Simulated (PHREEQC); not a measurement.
Make-up at 75 °C: 0.011 mol/kgw CuCl2 and 3.2e-05 mol/kgw NaCl. Closed to the air; pH follows from the charge balance.

The numbers come from PHREEQC with the ion-association model, phreeqc.dat.

This is a speciation only: nothing precipitates in the calculation.

Order these Cl species by the share of Cl that they hold, largest first: Cl-, CuCl+, CuCl2.

Cl- (91 %), CuCl+ (9.1 %), CuCl2 (0.22 %)

Order these Cu species by the share of Cu that they hold, largest first: Cu+2, CuCl+, Cu2(OH)2+2, CuCl2.

Cu+2 (81 %), CuCl+ (18 %), Cu2(OH)2+2 (0.64 %), CuCl2 (0.22 %)

The pH is 4.21 and the ionic strength 0.0289 mol/kgw. At this temperature some constants are extrapolated from 25 °C, and those without enthalpy data are left unchanged.
